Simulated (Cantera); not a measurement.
Cantera run:

```python
import numpy as np
import cantera as ct

gas_names = """
    H HO2 H2 H2O H2O2 O OH O2 O3 Si SiH SiH2 SiH3 SiH4 SiO SiO2 Si2 Si3
""".split()
cond_names = """
    H2O(s) H2O(L) Si(cr) Si(L) SiO2(Lqz) SiO2(hqz) SiO2(L)
""".split()


def load(file, names, dense=False):
    # The tables refer to 1 bar. Condensed volumes are neglected.
    table = {s.name: s for s in ct.Species.list_from_file(file)}
    out = []
    for n in names:
        d = dict(table[n].input_data)
        d["thermo"] = dict(d["thermo"], **{"reference-pressure": 1e5})
        if dense:
            d["equation-of-state"] = {"model": "constant-volume", "density": "1e6 g/cm^3"}
        out.append(ct.Species.from_dict(d))
    return out


gas = ct.Solution(thermo="ideal-gas", species=load("nasa_gas.yaml", gas_names))
cond = {s.name: ct.Solution(thermo="fixed-stoichiometry", species=[s], name=s.name)
        for s in load("nasa_condensed.yaml", cond_names, dense=True)}
atoms = {
    'Si': {'Si': 1},
    'H2O': {'H': 2, 'O': 1},
    'H2': {'H': 2},
}
top_T = {}  # K; cautious upper limits of use, not melting points


def equilibrate(T, P, feed):
    n = {}
    for name, mol in feed.items():
        for a, k in atoms[name].items():
            n[a] = n.get(a, 0.0) + k * mol
    gas.TPX = T, P, n
    mass = sum(n.values()) * gas.mean_molecular_weight
    gas.equilibrate("TP")
    valid = [c for c in cond.values() if c.min_temp <= T <= top_T.get(c.name, c.max_temp)]
    mix = ct.Mixture([(gas, mass / gas.mean_molecular_weight)] + [(c, 0.0) for c in valid])
    mix.T, mix.P = T, P
    mix.equilibrate("TP", solver="vcs", rtol=1e-11, max_steps=5000)
    return mix


results = []
feed = {'Si': 1, 'H2O': 0.015, 'H2': 2}  # mol
P = 8500  # Pa
for T in [998, 1073, 1148, 1223, 1298, 1373, 1448, 1523, 1598, 1673, 1748, 1823]:
    mix = equilibrate(T, P, feed)
    results.append((T, P, feed, dict(zip(mix.species_names, mix.species_moles))))

top = {s: max(r[3][s] / sum(r[3][g] for g in gas_names) for r in results) for s in gas_names}
cols = sorted((s for s in top if top[s] > 1e-05), key=lambda s: -top[s])[:8]
seen = [c for c in cond_names if any(r[3].get(c, 0) > 1e-12 for r in results)]
print("log10 of partial pressures in bar; condensed amounts in mol")
print(f"{'T/K':>10s}" + "".join(f"{s[:9]:>10s}" for s in cols + seen))
for T, P, feed, n in results:
    ng = sum(n[g] for g in gas_names)
    print(f"{T:10.4g}" + "".join(f"{np.log10(max(n[s] / ng * P / 1e5, 1e-99)):10.3f}" for s in cols)
          + "".join(f"{n.get(c, 0):10.4g}" for c in seen))
```

Output:

```
log10 of partial pressures in bar; condensed amounts in mol
       T/K        H2       SiO         H        Si      SiH2       SiH    Si(cr)     Si(L) SiO2(hqz)
       998    -1.071    -9.320    -9.203   -15.798   -11.124   -14.483    0.9925         0    0.0075
      1073    -1.071    -8.051    -8.389   -14.161   -10.240   -13.125    0.9925         0    0.0075
      1148    -1.071    -6.951    -7.680   -12.739    -9.472   -11.947    0.9925         0  0.007499
      1223    -1.071    -5.988    -7.057   -11.492    -8.798   -10.914    0.9925         0  0.007488
      1298    -1.071    -5.140    -6.505   -10.391    -8.202   -10.003    0.9924         0  0.007414
      1373    -1.071    -4.386    -6.013    -9.411    -7.672    -9.192     0.992         0  0.007011
      1448    -1.072    -3.712    -5.571    -8.534    -7.197    -8.467    0.9902         0  0.005192
      1523    -1.074    -3.202    -5.173    -7.744    -6.772    -7.815     0.985         0         0
      1598    -1.074    -3.202    -4.811    -7.029    -6.384    -7.225     0.985         0         0
      1673    -1.074    -3.202    -4.481    -6.379    -6.032    -6.688     0.985         0         0
      1748    -1.074    -3.202    -4.178    -5.837    -5.762    -6.250         0    0.9849         0
      1823    -1.074    -3.202    -3.901    -5.355    -5.529    -5.863         0    0.9848         0
```

Method: chemical equilibrium by Gibbs-energy minimisation in Cantera with the NASA 1993 tables (ideal gas, pure condensed phases). Mutual solubility and eutectic melting of coexisting phases are not modelled. The tables hold silica as quartz up to 1696 K and as liquid above; real silica turns to tridymite and cristobalite and melts near 1996 K. Gases not in the tables: Si2H6 and higher silanes.
